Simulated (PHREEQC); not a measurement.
Make-up at 20 °C: 0.19 mol KOH, 0.0028 mol KNO3 and 0.00055 mol KH2PO4 per kg of water. Closed to the air; pH follows from the charge balance.

All values are PHREEQC results (ion-association model, phreeqc.dat), not measurements.

Problem. The ionic strength comes out as 0.195 mol/kgw. What activity coefficients do HPO4-2, NO3-, OH-, PO4-3, K+ get?

Solution. HPO4-2 0.30, NO3- 0.70, OH- 0.71, PO4-3 0.053, K+ 0.72.

Precipitation was switched off in this run. Complexes and solids missing from the database can't appear.
